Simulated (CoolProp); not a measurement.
Vapour pressure (MPa) of fluorine: the reference equation beside estimates from Tc = -128.7 °C, pc = 5.240 MPa, ω = 0.045. Clausius-Clapeyron is anchored at -159.15 °C with a constant enthalpy of vaporisation of 5.263 kJ/mol.

Values from CoolProp's reference Helmholtz-energy equation of state, de Reuck 1990.

| T (°C) | reference | Clausius-Clapeyron | Redlich-Kwong | Peng-Robinson |
|---|---|---|---|---|
| -181.15 | 0.2108 | 0.3045 | 0.1960 | 0.2168 |
| -177.45 | 0.2970 | 0.3973 | 0.2834 | 0.3037 |
| -173.75 | 0.4071 | 0.5082 | 0.3967 | 0.4145 |
| -170.15 | 0.5409 | 0.6349 | 0.5355 | 0.5488 |
| -166.45 | 0.7093 | ___ | 0.7112 | 0.7180 |
| -162.85 | 0.9070 | 0.9535 | 0.9180 | ___ |
| -159.15 | 1.149 | 1.149 | 1.171 | 1.160 |
| -155.45 | ___ | 1.368 | ___ | 1.447 |
| -151.85 | 1.756 | 1.604 | ___ | 1.772 |
| -148.15 | 2.139 | ___ | 2.200 | 2.159 |
| -144.55 | 2.566 | 2.157 | 2.637 | 2.590 |
| -140.85 | 3.066 | 2.476 | 3.144 | 3.094 |

Task: Some entries are withheld; supply them.

Result: 
- -166.45, Clausius-Clapeyron: 0.7856
- -162.85, Peng-Robinson: 0.9166
- -155.45, reference: 1.434
- -155.45, Redlich-Kwong: 1.469
- -151.85, Redlich-Kwong: 1.804
- -148.15, Clausius-Clapeyron: 1.872

Absolute difference from the reference over all 12 rows, mean and median: Clausius-Clapeyron 16.4 and 14.2 %, Redlich-Kwong 2.7 and 2.5 %, Peng-Robinson 1.4 and 1.0 %.
